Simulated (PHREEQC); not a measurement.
HCl is added in steps, without added water, to 1 kg of water holding 1.2 mmol/kgw ZnSO4, at 25 °C. Oxygen is held at 0.21 atm. No CO2 enters from the air. Solids allowed: Zn(OH)2-e, Zn4(OH)6SO4, Zn5(OH)8Cl2, Goslarite. Others were left out.

Base run: PHREEQC, ion-association model, wateq4f.dat. Each further column changes one thing. The table gives HSO4- (mol/kgw).

| HCl added (mol) | base | all activity coefficients set to 1 | metal-ligand complexes left out | Debye-Hückel limiting law |
|---|---|---|---|---|
| 0 | 7.64e-8 | 9.50e-8 | 9.10e-8 | 7.40e-8 |
| 0.0006 | 4.15e-5 | 4.99e-5 | 4.61e-5 | 4.03e-5 |
| 0.0012 | 7.95e-5 | 9.60e-5 | 8.80e-5 | 7.71e-5 |
| 0.0021 | 0.000131 | 0.000159 | 0.000144 | 0.000127 |
| 0.0027 | 0.000163 | 0.000197 | 0.000178 | 0.000157 |
| 0.0033 | 0.000192 | 0.000233 | 0.000209 | 0.000185 |
| 0.0039 | 0.000219 | 0.000266 | 0.000238 | 0.000210 |
| 0.0048 | 0.000257 | 0.000312 | 0.000278 | 0.000246 |
| 0.0054 | 0.000280 | 0.000341 | 0.000302 | 0.000268 |
| 0.006 | 0.000302 | 0.000367 | 0.000325 | 0.000288 |
